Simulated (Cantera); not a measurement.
Input (Python, Cantera) and output of one run.

```python
import numpy as np
import cantera as ct

gas_names = """
    C CO COS CO2 CS CS2 C2 C2O C3 C3O2 C4 C5 Mg MgO MgS Mg2 O O2 O3 S SO SO2 SO3 S2 S2O S8
""".split()
cond_names = """
    C(gr) Mg(cr) Mg(L) MgCO3(s) MgO(s) MgO(L) MgS(s) MgSO4(s) MgSO4(L) S(cr1) S(cr2) S(L)
""".split()


def load(file, names, dense=False):
    # The tables refer to 1 bar. Condensed volumes are neglected.
    table = {s.name: s for s in ct.Species.list_from_file(file)}
    out = []
    for n in names:
        d = dict(table[n].input_data)
        d["thermo"] = dict(d["thermo"], **{"reference-pressure": 1e5})
        if dense:
            d["equation-of-state"] = {"model": "constant-volume", "density": "1e6 g/cm^3"}
        out.append(ct.Species.from_dict(d))
    return out


gas = ct.Solution(thermo="ideal-gas", species=load("nasa_gas.yaml", gas_names))
cond = {s.name: ct.Solution(thermo="fixed-stoichiometry", species=[s], name=s.name)
        for s in load("nasa_condensed.yaml", cond_names, dense=True)}
atoms = {
    'MgCO3': {'Mg': 1, 'C': 1, 'O': 3},
    'SO3': {'S': 1, 'O': 3},
    'O2': {'O': 2},
}
top_T = {'C(gr)': 4500, 'MgS(s)': 2250}  # K; cautious upper limits of use, not melting points


def equilibrate(T, P, feed):
    n = {}
    for name, mol in feed.items():
        for a, k in atoms[name].items():
            n[a] = n.get(a, 0.0) + k * mol
    gas.TPX = T, P, n
    mass = sum(n.values()) * gas.mean_molecular_weight
    gas.equilibrate("TP")
    valid = [c for c in cond.values() if c.min_temp <= T <= top_T.get(c.name, c.max_temp)]
    mix = ct.Mixture([(gas, mass / gas.mean_molecular_weight)] + [(c, 0.0) for c in valid])
    mix.T, mix.P = T, P
    mix.equilibrate("TP", solver="vcs", rtol=1e-11, max_steps=5000)
    return mix


results = []
feed = {'MgCO3': 1, 'SO3': 0.13, 'O2': 1.9}  # mol
T = 1473.15  # K
P = 53000  # Pa
mix = equilibrate(T, P, feed)
results.append((T, P, feed, dict(zip(mix.species_names, mix.species_moles))))
x = sorted(zip(gas.X, gas.species_names), reverse=True)
print(f"T = {T:g} K  P = {P:g} Pa  gas = {mix.phase_moles(0):.4g} mol")
print("   x: " + "  ".join(f"{s} {v:.3e}" for v, s in x if v > 1e-06))
print("   condensed (mol): " + ("  ".join(f"{mix.phase(i).name} {mix.phase_moles(i):.4g}"
      for i in range(1, mix.n_phases) if mix.phase_moles(i) > 1e-12) or "none"))
```

Output:

```
T = 1473.15 K  P = 53000 Pa  gas = 3.093 mol
   x: O2 6.347e-01  CO2 3.233e-01  SO2 4.100e-02  SO3 1.022e-03  O 3.061e-06  CO 1.811e-06
   condensed (mol): MgO(s) 1
```

Method: chemical equilibrium by Gibbs-energy minimisation in Cantera with the NASA 1993 tables (ideal gas, pure condensed phases).
